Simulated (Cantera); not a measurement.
Input: 1 mol Al2O3, 69 mol H2, at 2223.15 K and 9.40 bar.

Cantera equilibrium calculation (NASA polynomials, part measured and part estimated; ideal gas, pure solids and liquids). Candidate condensed phases: Al, Al2O3, H2O; 19 gas species. The tables' values for AlOH are old estimates; treat these amounts as uncertain. Kinetics and transport are ignored.

Base state: H2 0.997, H 0.00209, H2O 0.000319, Al 7.31e-5, Al2O 6.92e-5, AlH 4.03e-5, AlOH 2.17e-5 (mole fractions); condensed: Al2O3(s).

### Question
What changes in the equilibrium state with this change: temperature from 2223.15 K to 2123 K?

### Answer
```csv
species,before,after
H2,0.997,0.999
H,0.00209,0.00117
H2O,0.000319,0.000145
Al,7.31e-5,3.41e-5
Al2O,6.92e-5,2.79e-5
AlOH,2.17e-5,9.06e-6
AlH,4.03e-5,2.26e-5
"Al2O3(s), mol",0.991,0.996
```

### Question
What changes in the equilibrium state with this change: Al2O3 replaced by Ta2O5?

### Answer
```json
[
 {"species": "H2", "before": "0.997", "after": "0.994"},
 {"species": "H2O", "before": "0.000319", "after": "0.00391"},
 {"species": "H", "before": "0.00209", "after": "0.00208"},
 {"species": "Al", "before": "7.31e-5", "after": "0"},
 {"species": "Al2O", "before": "6.92e-5", "after": "0"},
 {"species": "AlH", "before": "4.03e-5", "after": "0"},
 {"species": "AlOH", "before": "2.17e-5", "after": "0"},
 {"species": "Al2O3(s), mol", "before": "0.991", "after": "0"},
 {"species": "Ta(s), mol", "before": "0", "after": "0.108"},
 {"species": "Ta2O5(l), mol", "before": "0", "after": "0.946"}
]
```
Mutual solubility and eutectic melting of coexisting phases are not modelled. Condensed phases not in the tables: N, O or C dissolved in the metal. Further candidate phases: Ta, Ta2O5.
